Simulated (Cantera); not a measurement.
A freely propagating, adiabatic, planar premixed flame of H2 : O2 : N2 = 1 : 0.312 : 1.17 (molar parts), unburnt at 600 K and 3750 Torr; mixture-averaged transport, grid criteria slope 0.08 and curve 0.16, no radiation.

Cantera simulation using the H2/O2 subset of GRI-Mech 3.0, which has no nitrogen chemistry; the numbers are that mechanism's predictions, not measurements. The hydrogen kinetics of GRI-Mech 3.0 are dated; newer H2 mechanisms differ, most at raised pressure. Burning velocities carry a grid error of a few per cent, more on coarse grids.

x: mole fraction of selected species; z is measured from the peak of heat release.

```
z (mm)   T (K)  u (m/s)   x H2      x O2   x H2O2     x OH    x H2O       x O
-------  -----  -------  -----  --------  -------  -------  -------  --------
-0.168     600     9.42  0.403     0.126    <1e-8    <1e-8    <1e-8     <1e-8
-0.112     600     9.42  0.403     0.126    <1e-8    <1e-8    <1e-8     <1e-8
-0.0840    600     9.42  0.403     0.126    <1e-8    <1e-8  2.22e-8     <1e-8
-0.0560    600     9.42  0.403     0.126    <1e-8    <1e-8  1.65e-6   1.47e-8
-0.0280    642     9.96  0.394     0.126  1.20e-5  8.35e-5  0.00162   1.40e-5
-0.0140    937     14.1  0.353     0.118  5.18e-5  0.00119   0.0285  0.000409
0            …     20.2      …         …        …        …        …         …
0.0140    1699     24.5  0.190    0.0351  3.46e-6  0.00667    0.198   0.00444
0.0280    1859     26.6  0.158    0.0127  2.01e-6  0.00864    0.240   0.00376
0.0560    2006     28.5  0.149   0.00309  1.09e-6  0.00957    0.261   0.00265
0.112     2141     30.1  0.154   0.00129  5.94e-7  0.00884    0.268   0.00163
0.224     2254     31.4  0.159  0.000657  3.41e-7  0.00711    0.274  0.000848
0.448     2340     32.4  0.163         …        …        …    0.280         …
```

Fill in the missing entries.


- 0, T (K): 1385
- 0, x H2: 0.267
- 0, x O2: 0.0824
- 0, x H2O2: 1.43e-5
- 0, x OH: 0.00324
- 0, x H2O: 0.108
- 0, x O: 0.00291
- 0.448, x O2: 0.000286
- 0.448, x H2O2: 1.88e-7
- 0.448, x OH: 0.00507
- 0.448, x O: 0.000370
